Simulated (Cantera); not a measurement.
A closed system holds: 1 mol NF3, 4.8 mol H2O, 2 mol N2, at 725 K and 6.80 bar.

Cantera equilibrium calculation (NASA polynomials, part measured and part estimated; ideal gas, pure solids and liquids). Candidate condensed phases: H2O; 40 gas species. Kinetics and transport are ignored.

Base state: H2O 0.346, HF 0.314, N2 0.262, O2 0.0785, H2F2 0.000101 (mole fractions); condensed: gas only.

### Question
What changes in the equilibrium state with this change: NF3 replaced by SO2?

### Answer
```
species    before  after
-------  --------  -----
H2O         0.346  0.615
N2          0.262  0.256
SO2             0  0.128
HF          0.314      0
O2         0.0785  <1e-9
H2F2     0.000101      0
```
Further candidate phases: H2SO4, S.

### Question
What changes in the equilibrium state with this change: temperature from 725 K to 3548 K?

### Answer
```
species   before    after
-------  -------  -------
HF         0.314    0.271
N2         0.262    0.218
H2O        0.346    0.172
OH         <1e-9   0.0840
H          <1e-9   0.0616
H2         <1e-9   0.0598
O          <1e-9   0.0503
NO       1.71e-7   0.0227
O2        0.0785   0.0556
F          <1e-9  0.00402
HO2        <1e-9  7.74e-5
N          <1e-9  4.97e-5
```
